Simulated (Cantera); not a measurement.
# Thermodynamics of silicon carbide growth, feed (CH3)2SiCl2 + HCl + H2

Charge: 1 mol (CH3)2SiCl2, 0.69 mol HCl, 1 mol H2, equilibrated at 133 Pa.

These are equilibrium values from Cantera (NASA tables, ideal gas, pure condensed phases), not measurements of a reactor. Candidate condensed phases: C, C6H6, C7H8, C8H18, Si, SiC; 109 gas species. The feed counts by its element totals alone. The tables' values for SiCl, SiCl3 are old estimates; treat these amounts as uncertain. Gases not in the tables: Si2H6 and higher silanes. Equilibrium is a limit: real reactors are often held back by kinetics, nucleation or transport.

From 1898 K to 2248 K the condensed part is C(graphite) + SiC(s). The main Si-bearing gas is SiCl2 at 1898 K and Si at 2248 K. The share of Si in condensed phases is highest at 1898 K (82.7 %) and lowest at 2248 K (24.2 %).

```json
[
 {"T (K)": "1898", "x H2": "0.546", "x HCl": "0.399", "x H": "0.0158", "x Cl": "0.00872", "x Si": "0.000339", "x SiCl2": "0.0291", "n C(graphite)": "1.17", "n SiC(s)": "0.827"},
 {"T (K)": "1948", "x H2": "0.544", "x HCl": "0.387", "x H": "0.0228", "x Cl": "0.0122", "x Si": "0.000784", "x SiCl2": "0.0316", "n C(graphite)": "1.19", "n SiC(s)": "0.807"},
 {"T (K)": "1998", "x H2": "0.540", "x HCl": "0.374", "x H": "0.0323", "x Cl": "0.0167", "x Si": "0.00174", "x SiCl2": "0.0339", "n C(graphite)": "1.21", "n SiC(s)": "0.784"},
 {"T (K)": "2048", "x H2": "0.532", "x HCl": "0.359", "x H": "0.0447", "x Cl": "0.0223", "x Si": "0.00370", "x SiCl2": "0.0358", "n C(graphite)": "1.24", "n SiC(s)": "0.753"},
 {"T (K)": "2098", "x H2": "0.520", "x HCl": "0.341", "x H": "0.0608", "x Cl": "0.0293", "x Si": "0.00759", "x SiCl2": "0.0371", "n C(graphite)": "1.27", "n SiC(s)": "0.708"},
 {"T (K)": "2148", "x H2": "0.503", "x HCl": "0.319", "x H": "0.0809", "x Cl": "0.0376", "x Si": "0.0151", "x SiCl2": "0.0376", "n C(graphite)": "1.34", "n SiC(s)": "0.633"},
 {"T (K)": "2198", "x H2": "0.477", "x HCl": "0.293", "x H": "0.105", "x Cl": "0.0470", "x Si": "0.0289", "x SiCl2": "0.0370", "n C(graphite)": "1.44", "n SiC(s)": "0.499"},
 {"T (K)": "2248", "x H2": "0.440", "x HCl": "0.260", "x H": "0.133", "x Cl": "0.0571", "x Si": "0.0540", "x SiCl2": "0.0350", "n C(graphite)": "1.63", "n SiC(s)": "0.242"}
]
```
x: gas mole fraction; n: condensed amount in mol.
